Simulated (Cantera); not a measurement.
A perfectly stirred reactor is fed with C3H8 : H2 = 1 : 1.4 (molar parts), at 0.00158 atm; it is held at 1298 K, and followed from long to short residence time.

Model: GRI-Mech 3.0 (53 species, 325 reactions), integrated in Cantera. GRI-Mech 3.0 was tuned for natural gas; its chemistry of propane as a main component is partial and can be far from experiment. GRI-Mech 3.0 stops at C3 and has no aromatics, soot or wall deposition, so with more carbon than oxygen in the feed, carbon stays in small species such as C2H2 where larger ones or solid carbon would form. Radical loss at walls, strong at low pressure, is not modelled.

One state of this run: x C3H8 = 0.0266; x H2 = 0.475; x C2H6 = 0.00203; x H = 0.000254; x CH2 = 5.03e-7. x: mole fraction; the columns are a selection and need not sum to one.

Q: Which value of τ (s) does it belong to?
A. 0.0064
B. 0.29
C. 0.00051
D. 0.081

A: B, 0.29
